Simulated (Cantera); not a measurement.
An adiabatic, constant-volume homogeneous reactor starts with 11.8 % H₂, 18.4 % O₂, 69.5 % N₂, 0.201 % NO, at 1823 K and 1.00 bar.

Detailed kinetics in Cantera: GRI-Mech 3.0 (53 species, 325 reactions).

Q: Predict: time of steepest temperature rise; temperature at 0.800 s; equilibrium temperature; x(H₂) at 0.800 s; x(O₂) at 0.800 s; x(NO) at 0.800 s; x(O) at 0.800 s; x(H) at 0.800 s.

A: 
* **time of steepest temperature rise**: 7.52 µs
* **temperature at 0.800 s**: 2597 K
* **equilibrium temperature**: 2597 K
* **x(H₂) at 0.800 s**: 0.00266 (gas-phase equilibrium 0.00266)
* **x(O₂) at 0.800 s**: 0.117 (gas-phase equilibrium 0.117)
* **x(NO) at 0.800 s**: 0.0195 (gas-phase equilibrium 0.0195)
* **x(O) at 0.800 s**: 0.00679 (gas-phase equilibrium 0.00679)
* **x(H) at 0.800 s**: 0.00169 (gas-phase equilibrium 0.00169)
